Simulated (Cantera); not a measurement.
Thermodynamics of silicon carbide growth, feed CH₃SiCl₃ + C₃H₈ + H₂

Charge: 1 mol CH₃SiCl₃, 0.031 mol C₃H₈, 4.1 mol H₂, held at 2525 K and 69000 Pa.

These are equilibrium values from Cantera (NASA tables, ideal gas, pure condensed phases), not measurements of a reactor. Candidate condensed phases: C, C₆H₆, C₇H₈, C₈H₁₈, Si, SiC; 109 gas species. The feed counts by its element totals alone. The tables' values for SiCl, SiCl₃ are old estimates; treat these amounts as uncertain. Gases not in the tables: Si₂H₆ and higher silanes. Kinetics and transport are ignored.

The x(H₂) is 0.609 and the x(HCl) is 0.291. The x(SiCl₂) is 0.0508. The x(H) comes out as 0.0263, the x(Cl) comes out as 0.00886 and the x(C₂H₂ (acetylene)) comes out as 0.00731. The x(SiCl) comes out as 0.00259 and the x(Si) is 0.00210. The x(SiCl₃) comes out as 0.000851 and the n(C(graphite)) is 0.401 mol. The n(SiC(s)) is 0.570 mol and the gas amount comes out as 7.383 mol. The log10 activity of Si(l) (absent) is -0.60.
